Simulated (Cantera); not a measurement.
An isothermal, constant-pressure homogeneous reactor starts with CH4 : N2 = 1 : 5.7 (molar parts), at 1600 K and 1.01 bar. Integrator tolerance rtol = 1e-08.

Computed with Cantera and GRI-Mech 3.0 (53 species, 325 reactions). GRI-Mech 3.0 stops at C3 and has no aromatics, soot or wall deposition, so with more carbon than oxygen in the feed, carbon stays in small species such as C2H2 where larger ones or solid carbon would form.

```csv
quantity,before,after
x(CH4) at 3.00 s,0.00639 (gas-phase equilibrium 0.00415),0.0376 (gas-phase equilibrium 2.24e-5)
x(CH3) at 3.00 s,1.64e-5 (gas-phase equilibrium 1.05e-5),0.000557 (gas-phase equilibrium 7.91e-7)
x(C2H2) at 3.00 s,0.0610 (gas-phase equilibrium 0.0261),0.0478 (gas-phase equilibrium 0.0276)
x(H) at 3.00 s,2.34e-5 (gas-phase equilibrium 2.36e-5),0.000108 (gas-phase equilibrium 0.000338)
x(C2H4) at 3.00 s,0.00126 (gas-phase equilibrium 0.000552),0.000488 (gas-phase equilibrium 3.02e-6)
x(C2H6) at 3.00 s,1.05e-6 (gas-phase equilibrium 4.47e-7),5.81e-6 (gas-phase equilibrium 1.27e-11)
x(H2) at 3.00 s,0.185 (gas-phase equilibrium 0.189),0.145 (gas-phase equilibrium 0.195)
```

Q: What was changed between the two runs?
(A) pressure from 1.01 bar to 0.0110 bar
(B) pressure from 1.01 bar to 0.00510 bar
(C) CH4 1 to 2 parts
(D) CH4 1 to 0.74 parts

A: B, pressure from 1.01 bar to 0.00510 bar
